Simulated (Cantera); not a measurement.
**Diamond growth**

A diamond (100) surface in a fixed gas of H2 with x(CH4) = 0.0075, x(H) = 0.00036, x(CH3) = 3.6e-05, at 1200 K; coverages are run to steady state.

Detailed kinetics in Cantera: the Harris–Goodwin 1993 mechanism for the reconstructed diamond (100) surface.

```tsv
P (Pa)	growth (µm/h)	θ c6HH	θ c6H*	θ c6*H	θ c6**	θ c6HM
1000	0.0129	0.504	0.0348	0.446	0.0147	1.00e-4
1700	0.0246	0.504	0.0348	0.445	0.0147	0.000171
2800	0.0460	0.504	0.0348	0.445	0.0147	0.000283
4600	0.0882	0.504	0.0348	0.445	0.0147	0.000462
7500	0.174	0.504	0.0348	0.445	0.0146	0.000744
12000	0.351	0.503	0.0347	0.445	0.0146	0.00117
20000	0.781	0.503	0.0347	0.444	0.0146	0.00187
33000	1.76	0.502	0.0346	0.443	0.0146	0.00289
```
θ: site fractions in the mechanism's names (c6HH fully hydrogenated, c6H* and c6*H radical sites, c6** diradical, c6HM methylated).
